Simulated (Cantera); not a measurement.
# Gas-phase reforming

An isothermal, constant-pressure homogeneous reactor starts with 30.3 % CH4, 69.7 % H2O, at 1500 K and 323 Torr.

Model: GRI-Mech 3.0 (53 species, 325 reactions), integrated in Cantera.

```tsv
t (s)	x CH4	x H2O	x CH2CO	x CO2	x CO
2.00e-5	0.303	0.697	<1e-12	<1e-12	<1e-12
6.32e-5	0.303	0.697	<1e-12	<1e-12	<1e-12
0.000200	0.303	0.697	<1e-12	<1e-12	2.97e-11
0.000632	0.303	0.697	<1e-12	<1e-12	4.11e-9
0.00200	0.302	0.697	7.42e-11	6.25e-11	1.84e-7
0.00632	0.300	0.696	1.03e-8	8.41e-9	4.84e-6
0.0200	0.291	0.693	8.42e-7	5.50e-7	6.35e-5
0.0632	0.264	0.679	1.20e-5	1.11e-5	0.000336
0.200	0.209	0.646	3.14e-5	0.000138	0.00149
0.632	0.131	0.594	4.39e-5	0.00140	0.00590
2.00	0.0660	0.520	4.05e-5	0.00846	0.0195
```
x: mole fraction; the columns are a selection and need not sum to one.

Equilibrium at this temperature and pressure: CH4 1.22e-7, H2O 0.221, CH2CO <1e-12, CO2 0.0239, CO 0.165 (gas phase only).
